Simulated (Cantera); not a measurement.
Silicon carbide growth: SiF4 + H2 + CH4

Feed: 1 mol SiF4, 1900 mol H2, 0.84 mol CH4, equilibrated at 0.133 bar.

These are equilibrium values from Cantera (NASA tables, ideal gas, pure condensed phases), not measurements of a reactor. Candidate condensed phases: C, C6H6, C7H8, C8H18, Si, SiC; 113 gas species. The tables' values for SiF2, SiF3, SiF are old estimates; treat these amounts as uncertain. Gases not in the tables: Si2H6 and higher silanes. Rates play no part.

```json
[
 {"T (°C)": "900", "log p H2": "-0.88", "log p H": "-7.37", "log p HF": "-4.66", "log p SiF4": "-4.24", "log p CH4": "-4.25", "n SiC(s)": "0.0394"},
 {"T (°C)": "1000", "log p H2": "-0.88", "log p H": "-6.58", "log p HF": "-4.23", "log p SiF4": "-4.32", "log p CH4": "-4.33", "n SiC(s)": "0.165"},
 {"T (°C)": "1100", "log p H2": "-0.88", "log p H": "-5.92", "log p HF": "-3.92", "log p SiF4": "-4.50", "log p CH4": "-4.49", "n SiC(s)": "0.377"},
 {"T (°C)": "1200", "log p H2": "-0.88", "log p H": "-5.34", "log p HF": "-3.74", "log p SiF4": "-4.83", "log p CH4": "-4.78", "n SiC(s)": "0.600"},
 {"T (°C)": "1300", "log p H2": "-0.88", "log p H": "-4.83", "log p HF": "-3.65", "log p SiF4": "-5.31", "log p CH4": "-5.14", "n SiC(s)": "0.733"},
 {"T (°C)": "1400", "log p H2": "-0.88", "log p H": "-4.38", "log p HF": "-3.62", "log p SiF4": "-5.92", "log p CH4": "-5.45", "n SiC(s)": "0.783"},
 {"T (°C)": "1500", "log p H2": "-0.88", "log p H": "-3.98", "log p HF": "-3.60", "log p SiF4": "-6.60", "log p CH4": "-5.64", "n SiC(s)": "0.794"},
 {"T (°C)": "1600", "log p H2": "-0.88", "log p H": "-3.63", "log p HF": "-3.59", "log p SiF4": "-7.30", "log p CH4": "-5.72", "n SiC(s)": "0.775"},
 {"T (°C)": "1700", "log p H2": "-0.88", "log p H": "-3.31", "log p HF": "-3.59", "log p SiF4": "-8.00", "log p CH4": "-5.73", "n SiC(s)": "0.679"},
 {"T (°C)": "1800", "log p H2": "-0.88", "log p H": "-3.02", "log p HF": "-3.58", "log p SiF4": "-8.66", "log p CH4": "-5.72", "n SiC(s)": "0.352"},
 {"T (°C)": "1900", "log p H2": "-0.88", "log p H": "-2.76", "log p HF": "-3.57", "log p SiF4": "-9.42", "log p CH4": "-5.83", "n SiC(s)": "0"}
]
```
log p: log10 of the partial pressure in bar; n: condensed amount in mol.

From 900 °C to 1800 °C the condensed part is SiC(s). At 1900 °C nothing is condensed. The main Si-bearing gas is SiF4 at 900 °C and Si at 1900 °C. The share of Si in condensed phases is highest at 1500 °C (79.4 %) and lowest at 1900 °C (0.0 %).
